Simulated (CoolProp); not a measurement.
Cyclopropane along the isotherm 451.2 K: fugacity coefficient from the reference equation and from simpler models built on Tc = 398.7 K, pc = 5.605 MPa, ω = 0.131; each cubic takes its own stable root.

Model: reference Helmholtz-energy equation of state, Polt 1992, in CoolProp. This equation is an older, rougher fit.

| p (MPa) | phase | reference |
|---|---|---|
| 0.234 | gas | 0.9901 |
| 0.467 | gas | 0.9802 |
| 0.701 | gas | 0.9704 |
| 0.934 | gas | 0.9607 |
| 1.17 | gas | 0.9509 |
| 1.4 | gas | 0.9415 |
| 1.63 | gas | 0.9320 |
| 1.87 | gas | 0.9223 |
| 2.1 | gas | 0.9130 |
| 2.34 | gas | 0.9034 |
| 2.57 | gas | 0.8942 |
| 2.8 | gas | 0.8850 |

Q: How far does each simpler model (Redlich-Kwong, Soave-Redlich-Kwong) lie from the reference over these 12 states: mean and median of the absolute difference, and the worst?

A: 
- Redlich-Kwong: mean 0.0 %, median 0.0 %, worst +0.0 % at 451.2 K and 1.4 MPa
- Soave-Redlich-Kwong: mean 0.3 %, median 0.3 %, worst +0.5 % at 451.2 K and 2.8 MPa
